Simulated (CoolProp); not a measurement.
Saturation properties of CF4 (R14) (Tc = -45.8 °C, pc = 37.62 bar, ω = 0.178).

Values from CoolProp's reference Helmholtz-energy equation of state, Platzer 1990. This equation is an older, rougher fit; its heat capacities, sound speeds and derivatives of the liquid may be far off and weren't checked against measurements.

| T (°C) | p (bar) | liquid density (kg/m³) | enthalpy of vaporisation (kJ/kg) | vapour Z | surface tension (mN/m) |
|---|---|---|---|---|---|
| -118.25 | 1.923 | 1550 | 128.8 | 0.9433 | 10.3 |
| -113.95 | 2.478 | 1525 | 126.2 | 0.9315 | 9.52 |
| -109.55 | 3.164 | 1500 | 123.3 | 0.9179 | 8.76 |
| -105.25 | 3.964 | 1474 | 120.3 | 0.9030 | 8.04 |
| -100.85 | 4.930 | 1447 | 117.1 | 0.8861 | 7.31 |
| -96.55 | 6.034 | 1419 | 113.7 | 0.8678 | 6.61 |
| -92.15 | 7.344 | 1390 | 110.0 | 0.8473 | 5.91 |
| -87.85 | 8.816 | 1360 | 106.1 | 0.8253 | 5.24 |
| -83.45 | 10.54 | 1328 | 101.8 | 0.8006 | 4.57 |
| -79.15 | 12.45 | 1294 | 97.25 | 0.7742 | 3.93 |
| -74.75 | 14.65 | 1257 | 92.15 | 0.7445 | 3.30 |
| -70.45 | 17.08 | 1218 | 86.64 | 0.7124 | 2.71 |
| -66.05 | 19.86 | 1174 | 80.30 | 0.6758 | 2.13 |
| -61.75 | 22.89 | 1126 | 73.20 | 0.6354 | 1.59 |

It boils at -128.0 °C under 1 atm.

Surface tension comes from a separate correlation (Mulero 2012).
